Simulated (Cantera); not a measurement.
An isothermal, constant-pressure homogeneous reactor starts with CH4 : CO2 : H2 : H2O = 1 : 2 : 1.5 : 0.022 (molar parts), at 1425 K and 1000000 Pa.

Computed with Cantera and GRI-Mech 3.0 (53 species, 325 reactions).

x: mole fraction; the columns are a selection and need not sum to one.

```
t (s)     x CH4  x CO2   x H2    x C2H4    x CH3      x H
--------  -----  -----  -----  --------  -------  -------
0.000500  0.221  0.442  0.332   3.23e-6  1.10e-5  8.15e-7
0.00198   0.221  0.441  0.331   3.84e-5  1.19e-5  8.84e-7
0.00783   0.220  0.438  0.328  0.000270  1.26e-5  9.27e-7
0.0310    0.218  0.424  0.316   0.00103  1.31e-5  9.42e-7
0.122     0.210  0.373  0.274   0.00317      [?]  9.33e-7
0.485     0.184  0.251  0.183   0.00837  1.62e-5  7.98e-7
1.92      0.148  0.176  0.156    0.0137  1.62e-5  8.47e-7
7.58      0.142  0.160  0.174    0.0104      [?]  9.01e-7
30.0      0.123  0.131  0.218   0.00496      [?]  1.01e-6
```

Fill in the missing entries.


- 0.122, x CH3: 1.44e-5
- 7.58, x CH3: 1.48e-5
- 30.0, x CH3: 1.14e-5
